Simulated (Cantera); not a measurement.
What does this Cantera script print?

```python
import numpy as np
import cantera as ct

gas_names = [...]  # 151 gases of nasa_gas.yaml made of C, H, N, O, Si
cond_names = """
    C(gr) C6H6(L) C7H8(L) C8H18(L),n-octa H2O(s) H2O(L) Si(cr) Si(L) SiC(b) SiO2(Lqz) SiO2(hqz) SiO2(L)
    Si2N2O(s) Si3N4(a)
""".split()


# ... load() reads the species with a 1 bar reference pressure and builds the phases ...
atoms = {
    'HMDSO': {'Si': 2, 'C': 6, 'H': 18, 'O': 1},
    'N2O': {'N': 2, 'O': 1},
    'H2': {'H': 2},
}
top_T = {'C(gr)': 4500, 'SiC(b)': 3050, 'Si2N2O(s)': 2100, 'Si3N4(a)': 2400}  # K; cautious upper limits of use, not melting points


# ... equilibrate(T, P, feed) seeds the gas with the atoms and calls Mixture.equilibrate('TP', solver="vcs", rtol=1e-11, max_steps=5000) ...
results = []
feed = {'HMDSO': 1, 'N2O': 0.41, 'H2': 10}  # mol
P = 24  # Pa
for T in [1498, 1548, 1598, 1648, 1698, 1748, 1798, 1848, 1898, 1948, 1998, 2048, 2098, 2148]:
    mix = equilibrate(T, P, feed)
    results.append((T, P, feed, dict(zip(mix.species_names, mix.species_moles))))

top = {s: max(r[3][s] / sum(r[3][g] for g in gas_names) for r in results) for s in gas_names}
cols = sorted((s for s in top if top[s] > 1e-05), key=lambda s: -top[s])[:9]
seen = [c for c in cond_names if any(r[3].get(c, 0) > 1e-12 for r in results)]
print("log10 of partial pressures in bar; condensed amounts in mol")
print(f"{'T/K':>10s}" + "".join(f"{s[:9]:>10s}" for s in cols + seen))
for T, P, feed, n in results:
    ng = sum(n[g] for g in gas_names)
    print(f"{T:10.4g}" + "".join(f"{np.log10(max(n[s] / ng * P / 1e5, 1e-99)):10.3f}" for s in cols)
          + "".join(f"{n.get(c, 0):10.4g}" for c in seen))
```

Result:

```
log10 of partial pressures in bar; condensed amounts in mol
       T/K        H2         H        CO        Si        N2      SiC2      Si2C       HCN C2H2,acet     C(gr)    SiC(b)
      1498    -3.660    -6.595    -4.790   -10.139    -5.327   -12.904   -12.963    -7.476    -8.715     2.592     1.997
      1548    -3.660    -6.342    -4.790    -9.556    -5.328   -12.141   -12.215    -7.328    -8.465     2.592     1.997
      1598    -3.661    -6.104    -4.791    -9.010    -5.329   -11.427   -11.515    -7.189    -8.231     2.591     1.996
      1648    -3.662    -5.881    -4.792    -8.498    -5.331   -10.757   -10.858    -7.060    -8.012      2.59     1.995
      1698    -3.664    -5.672    -4.793    -8.016    -5.333   -10.127   -10.240    -6.939    -7.806     2.589     1.993
      1748    -3.666    -5.474    -4.794    -7.562    -5.336    -9.534    -9.659    -6.826    -7.613     2.588     1.991
      1798    -3.670    -5.288    -4.796    -7.133    -5.340    -8.974    -9.111    -6.721    -7.433     2.588     1.985
      1848    -3.675    -5.113    -4.799    -6.728    -5.345    -8.446    -8.594    -6.623    -7.264     2.593     1.974
      1898    -3.683    -4.948    -4.803    -6.344    -5.351    -7.946    -8.105    -6.532    -7.107      2.61     1.947
      1948    -3.694    -4.794    -4.809    -5.981    -5.361    -7.472    -7.641    -6.450    -6.962     2.654     1.886
      1998    -3.710    -4.650    -4.819    -5.636    -5.373    -7.023    -7.201    -6.376    -6.830      2.76     1.751
      2048    -3.734    -4.517    -4.832    -5.307    -5.391    -6.596    -6.784    -6.314    -6.713     2.997     1.458
      2098    -3.770    -4.397    -4.855    -4.995    -5.418    -6.190    -6.387    -6.266    -6.615     3.511    0.8187
      2148    -3.816    -4.288    -4.881    -4.794    -5.451    -5.900    -6.202    -6.230    -6.534     4.139         0
```

Method: chemical equilibrium by Gibbs-energy minimisation in Cantera with the NASA 1993 tables (ideal gas, pure condensed phases). The feed counts by its element totals alone. The tables' values for SiN are old estimates; treat these amounts as uncertain. Gases not in the tables: Si2H6 and higher silanes.
